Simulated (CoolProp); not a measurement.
Computed with CoolProp (reference Helmholtz-energy equation of state, Lemmon 2006). It is a short technical equation, of lower accuracy than the large ones.

Give the vapour pressure (kPa), vapour density (kg/m³), enthalpy of vaporisation (kJ/kg) of saturated C2F6 (R116) at -71.25, -65.65, -31.95 °C.


```csv
T (°C),p (kPa),vapour density (kg/m³),enthalpy of vaporisation (kJ/kg)
-71.25,144,12.6,114
-65.65,189,16.2,111
-31.95,715,59.9,92.4
```
